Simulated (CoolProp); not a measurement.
Vapour-liquid equilibrium of n-pentane (1) + the fluoroketone C6F12O (FK-5-1-12) (2) at 0.407 MPa; x and y are mole fractions of (1).

The numbers come from the multi-fluid Helmholtz-energy mixture model, Thol 2019 and McLinden 2015; pair parameters Bell 2016 in CoolProp.

### Question
Give the bubble temperature and the first vapour's composition at x = 0.5, 0.65, 0.8. Is there an azeotrope?

### Answer
x = 0.5: 75.4 °C, y = 0.611; x = 0.65: 74.8 °C, y = 0.656; x = 0.8: 75.4 °C, y = 0.712. y crosses x between x = 0.65 and 0.8: the model has an azeotrope there.

Pair parameters are fitted to limited data, so mixtures are less certain than the pure fluids.
